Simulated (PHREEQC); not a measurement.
Solution (25 °C): 0.46 mol HNO3, 6.1e-05 mol K2SO4 and 0.00094 mol CO2 per kg of water. Closed to the air; pH follows from the charge balance.

The numbers come from PHREEQC with the ion-association model, phreeqc.dat.

This is a speciation only: nothing precipitates in the calculation.

### Question
Predict the pH, activity of water, specific conductance.

### Answer
pH 0.45; activity of water 0.984; specific conductance 139000 µS/cm.

### Question
In which forms is S present?

### Answer
HSO4- 91 %, SO4-2 9.1 % of the S.
